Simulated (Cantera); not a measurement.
What does this Cantera script print?

```python
import numpy as np
import cantera as ct

gas_names = """
    C CH CH2 CH3 CH2OH CH3O CH4 CH3OH CO CO2 COOH C2 C2H CHCO,ketyl C2H2,acetylene C2H2,vinylidene
    CH2CO,ketene C2H3,vinyl CH3CO,acetyl C2H4 C2H4O,ethylen CH3CHO,ethanal CH3COOH (HCOOH)2 C2H5 C2H6
    CH3OCH3 C2H5OH C2O C3 C3H3,propargyl C3H4,allene C3H4,propyne C3H4,cyclo- C3H5,allyl C3H6,propylene
    C3H6,cyclo- C3H6O C3H7,n-propyl C3H7,i-propyl C3H8 C3H8O,1propanol C3H8O,2propanol C3O2 C4 C4H2
    C4H4,1,3-cyclo- C4H6,butadiene C4H6,2-butyne C4H6,cyclo- C4H8,1-butene C4H8,cis2-buten
    C4H8,tr2-butene C4H8,isobutene C4H8,cyclo- (CH3COOH)2 C4H9,n-butyl C4H9,i-butyl C4H9,s-butyl
    C4H9,t-butyl C4H10,isobutane C4H10,n-butane C5 C5H6,1,3cyclo- C5H8,cyclo- C5H10,1-pentene
    C5H10,cyclo- C5H11,pentyl C5H11,t-pentyl C5H12,n-pentane C5H12,i-pentane CH3C(CH3)2CH3 C6H2
    C6H5,phenyl C6H5O,phenoxy C6H6 C6H5OH,phenol C6H10,cyclo- C6H12,1-hexene C6H12,cyclo- C6H13,n-hexyl
    C7H7,benzyl C7H8 C7H8O,cresol C7H14,1-heptene C7H15,n-heptyl C7H16,n-heptane C8H8,styrene
    C8H10,ethylbenz C8H16,1-octene C8H17,n-octyl C8H18,isooctane C8H18,n-octane C9H19,n-nonyl
    C10H8,naphthale C10H21,n-decyl C12H9,o-bipheny C12H10,bipheny H HCO HO2 H2 HCHO,formaldehy HCOOH H2O
    H2O2 Mg MgH MgO MgOH MgO2H2 Mg2 O OH O2 O3
""".split()
cond_names = """
    C(gr) C6H6(L) C7H8(L) C8H18(L),n-octa H2O(s) H2O(L) Mg(cr) Mg(L) MgCO3(s) MgO(s) MgO(L) MgO2H2(s)
""".split()


def load(file, names, dense=False):
    # The tables refer to 1 bar. Condensed volumes are neglected.
    table = {s.name: s for s in ct.Species.list_from_file(file)}
    out = []
    for n in names:
        d = dict(table[n].input_data)
        d["thermo"] = dict(d["thermo"], **{"reference-pressure": 1e5})
        if dense:
            d["equation-of-state"] = {"model": "constant-volume", "density": "1e6 g/cm^3"}
        out.append(ct.Species.from_dict(d))
    return out


gas = ct.Solution(thermo="ideal-gas", species=load("nasa_gas.yaml", gas_names))
cond = {s.name: ct.Solution(thermo="fixed-stoichiometry", species=[s], name=s.name)
        for s in load("nasa_condensed.yaml", cond_names, dense=True)}
atoms = {
    'MgCO3': {'Mg': 1, 'C': 1, 'O': 3},
    'H2O': {'H': 2, 'O': 1},
    'O2': {'O': 2},
}
top_T = {'C(gr)': 4500}  # K; cautious upper limits of use, not melting points


def equilibrate(T, P, feed):
    n = {}
    for name, mol in feed.items():
        for a, k in atoms[name].items():
            n[a] = n.get(a, 0.0) + k * mol
    gas.TPX = T, P, n
    mass = sum(n.values()) * gas.mean_molecular_weight
    gas.equilibrate("TP")
    valid = [c for c in cond.values() if c.min_temp <= T <= top_T.get(c.name, c.max_temp)]
    mix = ct.Mixture([(gas, mass / gas.mean_molecular_weight)] + [(c, 0.0) for c in valid])
    mix.T, mix.P = T, P
    mix.equilibrate("TP", solver="vcs", rtol=1e-11, max_steps=5000)
    return mix


results = []
feed = {'MgCO3': 1, 'H2O': 3.1, 'O2': 0.063}  # mol
T = 2123.15  # K
for P in [10, 42, 180, 750, 3200, 13000, 56000, 240000, 1000000]:
    mix = equilibrate(T, P, feed)
    results.append((T, P, feed, dict(zip(mix.species_names, mix.species_moles))))
    x = sorted(zip(gas.X, gas.species_names), reverse=True)
    print(f"T = {T:g} K  P = {P:g} Pa  gas = {mix.phase_moles(0):.4g} mol")
    print("   x: " + "  ".join(f"{s} {v:.3e}" for v, s in x if v > 1e-06))
    print("   condensed (mol): " + ("  ".join(f"{mix.phase(i).name} {mix.phase_moles(i):.4g}"
          for i in range(1, mix.n_phases) if mix.phase_moles(i) > 1e-12) or "none"))
```

Output:

```
T = 2123.15 K  P = 10 Pa  gas = 6.866 mol
   x: H2O 3.165e-01  Mg 1.428e-01  O2 1.268e-01  H 8.915e-02  CO2 7.363e-02  CO 7.202e-02  H2 6.164e-02  O 5.806e-02  OH 5.661e-02  MgO 1.859e-03  MgOH 9.488e-04  MgO2H2 2.898e-05  MgH 5.914e-06
   condensed (mol): none
T = 2123.15 K  P = 42 Pa  gas = 4.948 mol
   x: H2O 5.200e-01  CO2 1.266e-01  O2 8.103e-02  CO 7.555e-02  H2 6.181e-02  OH 4.533e-02  H 4.356e-02  O 2.265e-02  Mg 2.251e-02  MgOH 5.029e-04  MgO 4.802e-04  MgO2H2 5.166e-05  MgH 1.913e-06
   condensed (mol): MgO(s) 0.8835
T = 2123.15 K  P = 180 Pa  gas = 4.524 mol
   x: H2O 6.183e-01  CO2 1.644e-01  O2 5.688e-02  CO 5.659e-02  H2 4.237e-02  OH 3.144e-02  H 1.742e-02  O 9.168e-03  Mg 3.028e-03  MgOH 2.011e-04  MgO 1.121e-04  MgO2H2 6.142e-05
   condensed (mol): MgO(s) 0.9846
T = 2123.15 K  P = 750 Pa  gas = 4.36 mol
   x: H2O 6.706e-01  CO2 1.915e-01  O2 4.131e-02  CO 3.788e-02  H2 2.642e-02  OH 2.116e-02  H 6.739e-03  O 3.828e-03  Mg 4.178e-04  MgOH 7.781e-05  MgO2H2 6.662e-05  MgO 2.689e-05  HO2 1.023e-06
   condensed (mol): MgO(s) 0.9974
T = 2123.15 K  P = 3200 Pa  gas = 4.273 mol
   x: H2O 7.016e-01  CO2 2.106e-01  O2 3.060e-02  CO 2.343e-02  H2 1.555e-02  OH 1.397e-02  H 2.503e-03  O 1.595e-03  MgO2H2 6.970e-05  Mg 5.508e-05  MgOH 2.890e-05  MgO 6.303e-06  HO2 1.200e-06
   condensed (mol): MgO(s) 0.9993
T = 2123.15 K  P = 13000 Pa  gas = 4.226 mol
   x: H2O 7.194e-01  CO2 2.227e-01  O2 2.389e-02  CO 1.392e-02  OH 9.367e-03  H2 8.952e-03  H 9.423e-04  O 6.992e-04  MgO2H2 7.147e-05  MgOH 1.088e-05  Mg 7.613e-06  MgO 1.552e-06  HO2 1.433e-06
   condensed (mol): MgO(s) 0.9996
T = 2123.15 K  P = 56000 Pa  gas = 4.197 mol
   x: H2O 7.303e-01  CO2 2.306e-01  O2 1.963e-02  CO 7.659e-03  OH 6.236e-03  H2 4.831e-03  H 3.335e-04  O 3.053e-04  MgO2H2 7.256e-05  MgOH 3.851e-06  HO2 1.795e-06
   condensed (mol): MgO(s) 0.9997
T = 2123.15 K  P = 240000 Pa  gas = 4.182 mol
   x: H2O 7.366e-01  CO2 2.351e-01  O2 1.724e-02  OH 4.214e-03  CO 4.025e-03  H2 2.511e-03  O 1.382e-04  H 1.162e-04  MgO2H2 7.317e-05  HO2 2.353e-06  MgOH 1.341e-06
   condensed (mol): MgO(s) 0.9997
T = 2123.15 K  P = 1e+06 Pa  gas = 4.173 mol
   x: H2O 7.400e-01  CO2 2.376e-01  O2 1.602e-02  OH 2.903e-03  CO 2.067e-03  H2 1.282e-03  MgO2H2 7.351e-05  O 6.527e-05  H 4.066e-05  HO2 3.190e-06
   condensed (mol): MgO(s) 0.9997
```

Equilibrium computed with Cantera from the NASA thermochemical tables; the gas is ideal and each condensed phase is pure.
